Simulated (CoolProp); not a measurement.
Vapour-liquid equilibrium of cyclopentane (1) + octamethylcyclotetrasiloxane (D4) (2) at 127.05 °C; x and y are mole fractions of (1).

Model: multi-fluid Helmholtz-energy mixture model, Gedanitz 2015 and Thol 2015; pair parameters Bell 2016, in CoolProp.

```
x     bubble pressure (bar)  y at the bubble point  dew pressure at overall composition x (bar)  liquid density (mol/L)
----  ---------------------  ---------------------  -------------------------------------------  ----------------------
0.05                 0.4561                  0.487                                       0.2537                   2.912
0.15                 0.9245                  0.767                                       0.2824                   3.164
0.25                  1.450                  0.865                                       0.3185                   3.456
0.35                  2.039                  0.915                                       0.3650                   3.796
0.45                  2.698                  0.944                                       0.4272                   4.196
0.55                  3.431                      …                                       0.5147                   4.676
0.65                  4.243                  0.977                                       0.6473                   5.260
0.75                  5.135                  0.987                                            …                   5.986
0.85                  6.095                  0.994                                            …                   6.914
0.95                  7.077                  0.998                                        2.875                       …
```

Q: Fill in the missing entries.

A: 
- 0.55, y at the bubble point: 0.964
- 0.75, dew pressure at overall composition x (bar): 0.8715
- 0.85, dew pressure at overall composition x (bar): 1.334
- 0.95, liquid density (mol/L): 8.143

No azeotrope shows between x = 0.05 and 0.95.

The pair parameters rest on a limited set of measurements; away from them the model extrapolates.
